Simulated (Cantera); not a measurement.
Transport properties of process gases

Gas mixture: N₂O = 0.16 (molar parts), at 0.572 atm, frozen composition.

Cantera's kinetic-theory transport with the Lennard-Jones parameters of GRI-Mech 3.0, ideal gas; thermal conductivity in the mixture-averaged form. The composition is frozen, though it would react at the higher temperatures.

```tsv
T (K)	ρ (kg/m³)	cp (J/kg/K)	μ (µPa s)	λ (mW/m/K)	Pr	D (cm²/s) N₂	D (cm²/s) OH	D (cm²/s) NO
400	0.768	970.3	19.5	25.5	0.741	0.461	0.717	0.451
650	0.472	1127	29.1	44.4	0.739	1.08	1.67	1.06
900	0.341	1227	37.1	61.5	0.740	1.88	2.90	1.84
1150	0.267	1285	44.1	77.1	0.736	2.84	4.37	2.78
1400	0.219	1327	50.5	91.4	0.733	3.94	6.08	3.86
1650	0.186	1359	56.4	105	0.732	5.19	7.99	5.08
1900	0.162	1384	61.9	117	0.732	6.56	10.1	6.42
```
D: mixture-averaged diffusion coefficient of that species in the mixture.
